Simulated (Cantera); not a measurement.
An isothermal, constant-pressure homogeneous reactor starts with CO : O2 : H2O : N2 = 0.0072 : 0.088 : 0.0004 : 1 (molar parts), equivalence ratio 0.041, at 1450 K and 760 Torr.

Model: GRI-Mech 3.0 (53 species, 325 reactions), integrated in Cantera.

x: mole fraction; the columns are a selection and need not sum to one.

| t (s) | x CO | x O2 | x H2O | x HO2 | x O | x H2 |
|---|---|---|---|---|---|---|
| 9.00e-5 | 0.00657 | 0.0803 | 0.000365 | 2.14e-10 | 6.22e-8 | <1e-12 |
| 0.000228 | 0.00657 | 0.0803 | 0.000365 | 8.32e-10 | 1.64e-7 | 9.58e-12 |
| 0.000580 | 0.00657 | 0.0803 | 0.000365 | … | 5.55e-7 | 1.58e-10 |
| 0.00147 | 0.00656 | 0.0803 | 0.000365 | … | 5.78e-6 | 4.62e-9 |
| 0.00374 | 0.00574 | 0.0796 | 0.000331 | 1.41e-6 | 0.000545 | 1.21e-6 |
| 0.00949 | 0.00145 | 0.0776 | 0.000324 | 1.42e-6 | 0.000633 | 1.54e-6 |
| 0.0241 | 0.000216 | 0.0773 | 0.000350 | … | 0.000108 | 2.74e-7 |
| 0.0611 | 2.95e-5 | 0.0773 | 0.000360 | … | 1.81e-5 | 4.45e-8 |
| 0.155 | 3.38e-6 | 0.0773 | 0.000363 | … | 3.60e-6 | 8.47e-9 |
| 0.394 | 3.10e-7 | 0.0773 | 0.000365 | … | 9.70e-7 | 2.21e-9 |
| 1.00 | 5.91e-8 | 0.0773 | 0.000365 | … | 5.71e-7 | 1.27e-9 |

Problem. Fill in the missing entries.

Solution. 
- 0.000580, x HO2: 6.58e-9
- 0.00147, x HO2: 1.07e-7
- 0.0241, x HO2: 5.12e-7
- 0.0611, x HO2: 1.32e-7
- 0.155, x HO2: 2.67e-8
- 0.394, x HO2: 6.50e-9
- 1.00, x HO2: 3.92e-9
